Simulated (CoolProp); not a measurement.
Vapour-liquid equilibrium of carbon dioxide (1) + R142b (2) at 248.8 K; x and y are mole fractions of (1).

Computed with CoolProp (multi-fluid Helmholtz-energy mixture model, Span 1996 and Lemmon 2006; pair parameters Bell 2016).

```csv
x,bubble pressure (bar),y at the bubble point,dew pressure at overall composition x (bar),liquid density (mol/L)
0.05,1.186,0.572,0.5500,12.55
0.125,2.306,0.791,0.5962,13.11
0.2,3.531,0.871,0.6508,13.69
0.275,4.816,0.912,0.7162,14.32
0.35,6.120,0.935,0.7960,15.00
0.425,7.413,0.951,0.8957,15.72
0.5,8.676,0.961,1.024,16.51
0.575,9.906,0.970,1.195,17.35
0.65,11.11,0.976,1.434,18.27
0.725,12.31,0.982,1.795,19.27
0.8,13.53,0.987,2.398,20.37
0.875,14.81,0.992,3.618,21.58
0.95,16.19,0.997,7.356,22.91
```

No azeotrope shows between x = 0.05 and 0.95.

Pair parameters are fitted to limited data, so mixtures are less certain than the pure fluids.
